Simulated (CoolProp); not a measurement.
m-xylene along the isobar 1.01 bar: Z from the reference equation and from simpler models built on Tc = 343.7 °C, pc = 35.35 bar, ω = 0.326; each cubic takes its own stable root.

Model: reference Helmholtz-energy equation of state, Zhou 2012, in CoolProp.

```tsv
T (°C)	phase	reference	van der Waals	Redlich-Kwong
161.45	gas	0.9648	0.9804	0.9736
167.05	gas	0.9664	0.9810	0.9745
172.55	gas	0.9679	0.9815	0.9754
178.15	gas	0.9694	0.9821	0.9762
183.65	gas	0.9707	0.9826	0.9770
189.25	gas	0.9720	0.9830	0.9778
194.75	gas	0.9731	0.9835	0.9785
200.35	gas	0.9743	0.9840	0.9792
205.85	gas	0.9753	0.9844	0.9799
211.45	gas	0.9763	0.9848	0.9805
216.95	gas	0.9772	0.9852	0.9811
222.55	gas	0.9781	0.9856	0.9817
```
